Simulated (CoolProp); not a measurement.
Computed with CoolProp (reference Helmholtz-energy equation of state, Gao 2022).

**Question.** For n-perfluorohexane, give the phase and the density (kg/m³), cp (kJ/(kg K)), isothermal compressibility (1/MPa), expansivity (1/kK) at 19.35 °C and 11 bar; 33.85 °C and 11 bar; 91.75 °C and 11 bar.

**Answer.** 
- 19.35 °C and 11 bar: liquid; density 1700, cp 1.04, isothermal compressibility 0.00250, expansivity 1.67
- 33.85 °C and 11 bar: liquid; density 1660, cp 1.06, isothermal compressibility 0.00297, expansivity 1.76
- 91.75 °C and 11 bar: liquid; density 1470, cp 1.15, isothermal compressibility 0.00748, expansivity 2.54
